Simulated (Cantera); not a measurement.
Charge: 1 mol PbO, 5.1 mol H2, equilibrated at 1598 K.

Cantera equilibrium calculation (NASA polynomials, part measured and part estimated; ideal gas, pure solids and liquids). Candidate condensed phases: H2O, Pb, PbO, PbO2, Pb3O4; 12 gas species. The numbers say what is thermodynamically allowed, not how fast it happens.

Problem. Which condensed phases are stable at each of these points (P (Pa)): 10, 52, 270, 1400, 7200, 37000, 190000, 1000000?

Solution. 
| P (Pa) | condensed phases | Pb condensed (%) |
|---|---|---|
| 10 | gas only | 0.0 |
| 52 | gas only | 0.0 |
| 270 | gas only | 0.0 |
| 1400 | gas only | 0.0 |
| 7200 | gas only | 0.0 |
| 37000 | Pb(l) | 2.0 |
| 190000 | Pb(l) | 83.5 |
| 1000000 | Pb(l) | 96.9 |

From 0.000100 bar to 0.0720 bar nothing is condensed. From 0.370 bar to 10.0 bar the condensed part is Pb(l).
